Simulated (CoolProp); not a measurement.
Vapour-liquid equilibrium of hydrogen sulfide (1) + n-heptane (2) at 309.5 K; x and y are mole fractions of (1).

The numbers come from the multi-fluid Helmholtz-energy mixture model, Lemmon 2006 and Span 2003; pair parameters Kunz 2012 in CoolProp.

Question: Give the bubble pressure and the first vapour's composition at x = 0.35, 0.65, 0.8. Is there an azeotrope?

Answer: x = 0.35: 1.077 MPa, y = 0.990; x = 0.65: 1.758 MPa, y = 0.995; x = 0.8: 2.094 MPa, y = 0.997. No azeotrope shows between x = 0.05 and 0.95.

Pair parameters are fitted to limited data, so mixtures are less certain than the pure fluids. The gap from Raoult's law changes sign with composition, which may be real or a fault of the pair parameters; it wasn't checked against measurements.
